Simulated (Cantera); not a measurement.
Cantera run:

```python
import numpy as np
import cantera as ct

gas_names = """
    C CN CO CO2 C2 CCN CNC C2N2 C2O C3 C3O2 C4 C4N2 C5 Cu CuO Cu2 N NCO NO NO2 NO3 N2 N2O O O2 O3
""".split()
cond_names = """
    C(gr) Cu(cr) Cu(L) CuO(s) Cu2O(s) Cu2O(L)
""".split()


# ... load() reads the species with a 1 bar reference pressure and builds the phases ...
atoms = {
    'Cu2O': {'Cu': 2, 'O': 1},
    'C': {'C': 1},
    'N2': {'N': 2},
}
top_T = {'C(gr)': 4500, 'CuO(s)': 1390}  # K; cautious upper limits of use, not melting points


# ... equilibrate(T, P, feed) seeds the gas with the atoms and calls Mixture.equilibrate('TP', solver="vcs", rtol=1e-11, max_steps=5000) ...
results = []
feed = {'Cu2O': 1, 'C': 4.4, 'N2': 6.3}  # mol
P = 1000  # Pa
for T in [1823, 1923, 2023, 2123, 2223, 2323, 2423, 2523, 2623]:
    mix = equilibrate(T, P, feed)
    results.append((T, P, feed, dict(zip(mix.species_names, mix.species_moles))))

top = {s: max(r[3][s] / sum(r[3][g] for g in gas_names) for r in results) for s in gas_names}
cols = sorted((s for s in top if top[s] > 0.001), key=lambda s: -top[s])[:9]
seen = [c for c in cond_names if any(r[3].get(c, 0) > 1e-12 for r in results)]
print("log10 of partial pressures in bar; condensed amounts in mol")
print(f"{'T/K':>10s}" + "".join(f"{s[:9]:>10s}" for s in cols + seen))
for T, P, feed, n in results:
    ng = sum(n[g] for g in gas_names)
    print(f"{T:10.4g}" + "".join(f"{np.log10(max(n[s] / ng * P / 1e5, 1e-99)):10.3f}" for s in cols)
          + "".join(f"{n.get(c, 0):10.4g}" for c in seen))
```

Result:

```
log10 of partial pressures in bar; condensed amounts in mol
       T/K        N2        Cu        CO        CN     C(gr)     Cu(L)
      1823    -2.096    -3.152    -2.895    -8.398       3.4     1.445
      1923    -2.164    -2.690    -2.963    -7.784       3.4    0.1121
      2023    -2.169    -2.669    -2.968    -7.204       3.4         0
      2123    -2.169    -2.668    -2.968    -6.676       3.4         0
      2223    -2.169    -2.668    -2.968    -6.197     3.399         0
      2323    -2.169    -2.668    -2.968    -5.759     3.398         0
      2423    -2.169    -2.668    -2.969    -5.358     3.395         0
      2523    -2.170    -2.668    -2.969    -4.990     3.387         0
      2623    -2.171    -2.668    -2.969    -4.650     3.367         0
```

Method: chemical equilibrium by Gibbs-energy minimisation in Cantera with the NASA 1993 tables (ideal gas, pure condensed phases).
